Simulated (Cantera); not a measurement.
Input (Python, Cantera) and output of one run.

```python
import numpy as np
import cantera as ct

gas_names = """
    NO2 N2O O3 O2 F2 NF3
""".split()
cond_names = """

""".split()


def load(file, names, dense=False):
    # The tables refer to 1 bar. Condensed volumes are neglected.
    table = {s.name: s for s in ct.Species.list_from_file(file)}
    out = []
    for n in names:
        d = dict(table[n].input_data)
        d["thermo"] = dict(d["thermo"], **{"reference-pressure": 1e5})
        if dense:
            d["equation-of-state"] = {"model": "constant-volume", "density": "1e6 g/cm^3"}
        out.append(ct.Species.from_dict(d))
    return out


species = {s.name: s for s in load("nasa_gas.yaml", gas_names) + load("nasa_condensed.yaml", cond_names)}
# Each term lists the table entries of one substance; the one whose range holds T is used.
reactions = {
    '2 NO2(g) = N2O(g) + O3(g)':
        [(-2, ['NO2']), (1, ['N2O']), (1, ['O3'])],
    '3 O2(g) + 2 N2O(g) = 4 NO2(g)':
        [(-3, ['O2']), (-2, ['N2O']), (4, ['NO2'])],
    '3 F2(g) + 2 NO2(g) = 2 O2(g) + 2 NF3(g)':
        [(-3, ['F2']), (-2, ['NO2']), (2, ['O2']), (2, ['NF3'])],
}


def pick(names, T):
    return next(species[n] for n in names if species[n].thermo.min_temp <= T <= species[n].thermo.max_temp)


results = []
for label, terms in reactions.items():
    print(label)
    print("     T/K   dH/kJ  dS/(J/K)   dG/kJ   log10 K")
    for T in [300, 425, 450, 475, 500, 525, 550, 575, 600]:
        used = [(nu, pick(names, T)) for nu, names in terms]
        dH = sum(nu * s.thermo.h(T) for nu, s in used) / 1e6
        dS = sum(nu * s.thermo.s(T) for nu, s in used) / 1e3
        dG = dH - T * dS / 1e3
        logK = -dG * 1e6 / (ct.gas_constant * T * np.log(10))
        results.append((label, T, dH, dS, dG, logK, [s.name for _, s in used]))
        print(f"{T:8g} {dH:8.1f} {dS:8.1f} {dG:8.1f} {logK:8.2f}")
```

It prints:

```
2 NO2(g) = N2O(g) + O3(g)
     T/K   dH/kJ  dS/(J/K)   dG/kJ   log10 K
     300    155.0    -21.3    161.4   -28.10
     425    155.6    -19.6    164.0   -20.15
     450    155.8    -19.3    164.5   -19.09
     475    155.9    -18.9    164.9   -18.14
     500    156.1    -18.6    165.4   -17.28
     525    156.2    -18.3    165.9   -16.50
     550    156.4    -18.0    166.3   -15.79
     575    156.6    -17.7    166.8   -15.15
     600    156.7    -17.5    167.2   -14.56
3 O2(g) + 2 N2O(g) = 4 NO2(g)
     T/K   dH/kJ  dS/(J/K)   dG/kJ   log10 K
     300    -26.5    -94.9      2.0    -0.35
     425    -28.3   -100.2     14.2    -1.75
     450    -28.7   -100.9     16.7    -1.94
     475    -29.0   -101.5     19.3    -2.12
     500    -29.2   -102.1     21.8    -2.28
     525    -29.5   -102.6     24.4    -2.43
     550    -29.7   -103.0     26.9    -2.56
     575    -29.9   -103.4     29.5    -2.68
     600    -30.1   -103.7     32.1    -2.80
3 F2(g) + 2 NO2(g) = 2 O2(g) + 2 NF3(g)
     T/K   dH/kJ  dS/(J/K)   dG/kJ   log10 K
     300   -331.8   -156.8   -284.7    49.58
     425   -331.5   -156.0   -265.2    32.59
     450   -331.3   -155.6   -261.3    30.33
     475   -331.1   -155.2   -257.4    28.30
     500   -330.9   -154.8   -253.5    26.48
     525   -330.7   -154.4   -249.6    24.84
     550   -330.5   -153.9   -245.8    23.34
     575   -330.2   -153.5   -241.9    21.98
     600   -330.0   -153.1   -238.1    20.73
```

Standard-state values (1 bar) from the NASA 1993 polynomials, evaluated with Cantera. Condensed species are held in their standard states even where they would react or evaporate.
